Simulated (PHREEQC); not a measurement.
Na2SO4 is added in steps, without added water, to 1 kg of water holding 30 mmol/kgw HF and 0.037 mmol/kgw NaF, at 25 °C. Oxygen is held at 0.21 atm. The system is closed to CO2. The run lets Mirabilite precipitate or redissolve, and no other solid.

Base run: PHREEQC, ion-association model, wateq4f.dat. Each further column changes one thing. The table gives HSO4- (mol/kgw).

```json
[
 {"Na2SO4 added (mol)": "0", "base": "0", "temperature from 25 to 55 °C": "0", "0.002 mol/kgw Cd(NO3)2 added": "0", "NaF left out": "0", "no solid may form": "0"},
 {"Na2SO4 added (mol)": "0.0075", "base": "0.00131", "temperature from 25 to 55 °C": "0.00177", "0.002 mol/kgw Cd(NO3)2 added": "0.00119", "NaF left out": "0.00131", "no solid may form": "0.00131"},
 {"Na2SO4 added (mol)": "0.015", "base": "0.00216", "temperature from 25 to 55 °C": "0.00282", "0.002 mol/kgw Cd(NO3)2 added": "0.00204", "NaF left out": "0.00217", "no solid may form": "0.00216"},
 {"Na2SO4 added (mol)": "0.0225", "base": "0.00282", "temperature from 25 to 55 °C": "0.00360", "0.002 mol/kgw Cd(NO3)2 added": "___", "NaF left out": "0.00282", "no solid may form": "0.00282"},
 {"Na2SO4 added (mol)": "0.03", "base": "0.00336", "temperature from 25 to 55 °C": "0.00421", "0.002 mol/kgw Cd(NO3)2 added": "0.00324", "NaF left out": "0.00336", "no solid may form": "0.00336"},
 {"Na2SO4 added (mol)": "0.0375", "base": "0.00382", "temperature from 25 to 55 °C": "0.00473", "0.002 mol/kgw Cd(NO3)2 added": "0.00371", "NaF left out": "0.00382", "no solid may form": "0.00382"},
 {"Na2SO4 added (mol)": "0.045", "base": "0.00422", "temperature from 25 to 55 °C": "0.00518", "0.002 mol/kgw Cd(NO3)2 added": "0.00412", "NaF left out": "0.00423", "no solid may form": "0.00422"},
 {"Na2SO4 added (mol)": "0.0525", "base": "0.00458", "temperature from 25 to 55 °C": "___", "0.002 mol/kgw Cd(NO3)2 added": "___", "NaF left out": "0.00459", "no solid may form": "0.00458"},
 {"Na2SO4 added (mol)": "0.06", "base": "0.00491", "temperature from 25 to 55 °C": "0.00593", "0.002 mol/kgw Cd(NO3)2 added": "___", "NaF left out": "0.00492", "no solid may form": "0.00491"}
]
```

**Question.** What belongs in the gaps?

**Answer.** 
- 0.0225, 0.002 mol/kgw Cd(NO3)2 added: 0.00270
- 0.0525, temperature from 25 to 55 °C: 0.00557
- 0.0525, 0.002 mol/kgw Cd(NO3)2 added: 0.00448
- 0.06, 0.002 mol/kgw Cd(NO3)2 added: 0.00482

wateq4f.dat counts part of the HF as a dimer, H2F2, which phreeqc.dat doesn't know; its constant is uncertain. Constants without temperature data keep their 25 °C values here. Solids allowed in the column '0.002 mol/kgw Cd(NO3)2 added': Cd(OH)2, Mirabilite, CdF2.
